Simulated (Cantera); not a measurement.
Cantera with NASA thermochemical tables; ideal gases at 1 bar, condensed phases pure. Values are per mole of reaction as written; species without (g) are pure solids or liquids, kept so even where they would boil at 1 bar.

### Question
Between 973 and 1873 K, where is each reaction favourable under standard conditions?
- 3 O(g) + Cr → CrO3(g)

### Answer
- 3 O(g) + Cr → CrO3(g): ΔG° is -795 kJ at 973 K and -549 kJ at 1873 K; it stays negative (K > 1). ΔH° is -1073 kJ and ΔS° -280 J/K at 1873 K.
